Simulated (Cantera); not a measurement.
Diamond growth

A diamond (100) surface in a fixed gas of H2 with x(CH4) = 0.021, x(H) = 0.0023, at 1000 K, 90.0 Torr; coverages are run to steady state.

Detailed kinetics in Cantera: the Harris–Goodwin 1993 mechanism for the reconstructed diamond (100) surface.

```tsv
x(CH3)	growth (µm/h)	θ c6HH	θ c6H*	θ c6*H	θ c6**	θ c6HM
1e-06	0.0610	0.598	0.0183	0.374	0.00950	0.000227
2.9e-06	0.177	0.598	0.0183	0.374	0.00949	0.000658
8.3e-06	0.505	0.597	0.0183	0.373	0.00947	0.00188
2.4e-05	1.45	0.594	0.0182	0.371	0.00941	0.00541
6.9e-05	4.11	0.586	0.0179	0.366	0.00923	0.0153
0.0002	11.4	0.564	0.0172	0.352	0.00875	0.0425
0.00058	29.4	0.510	0.0155	0.317	0.00758	0.110
0.0017	64.9	0.403	0.0121	0.247	0.00533	0.243
0.0048	110	0.267	0.00777	0.159	0.00268	0.412
```
θ: site fractions in the mechanism's names (c6HH fully hydrogenated, c6H* and c6*H radical sites, c6** diradical, c6HM methylated).
